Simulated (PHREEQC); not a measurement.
Consider water at 25 °C with 0.097 mol/kgw ZnSO4 and 0.0048 mol/kgw H3BO3. Closed to the air; pH follows from the charge balance.

All values are PHREEQC results (ion-association model, phreeqc.dat), not measurements.

Each row changes one thing in this solution. No solid was allowed to form.

| case | pH | ionic strength (mol/kgw) | Zn+2 (mol/kgw) | SO4-2 (mol/kgw) | ZnSO4 (mol/kgw) | Zn(SO4)2-2 (mol/kgw) |
|---|---|---|---|---|---|---|
| as made | 5.51 | 0.196 | 0.0491 | 0.0379 | 0.0368 | 0.0112 |
| diluted 2-fold with water | 5.58 | 0.105 | 0.0263 | 0.0228 | 0.0186 | 0.00353 |
| ZnSO4 from 0.097 to 0.0194 mol/kgw | … | 0.0476 | 0.0119 | … | 0.00685 | 0.000644 |
| ZnSO4 from 0.097 to 0.107 mol/kgw | 5.51 | 0.215 | 0.0537 | 0.0406 | 0.0403 | 0.0130 |
| H3BO3 replaced by HBF4 at the same molality | 2.68 | 0.201 | 0.0501 | 0.0369 | 0.0359 | 0.0106 |
| H3BO3 left out | 5.55 | 0.196 | 0.0491 | 0.0379 | 0.0368 | 0.0112 |
| temperature from 25 to 70 °C | 5.08 | 0.189 | 0.0472 | 0.0380 | 0.0404 | 0.00926 |

Problem. Fill in the missing entries.

Solution. 
- ZnSO4 from 0.097 to 0.0194 mol/kgw, pH: 5.61
- ZnSO4 from 0.097 to 0.0194 mol/kgw, SO4-2 (mol/kgw): 0.0113

Species that the database lacks are ignored. Away from 25 °C the constants follow the database's enthalpies or fits; those with neither stay at their 25 °C values. Real BF4- forms and hydrolyses slowly; the run takes it at equilibrium.
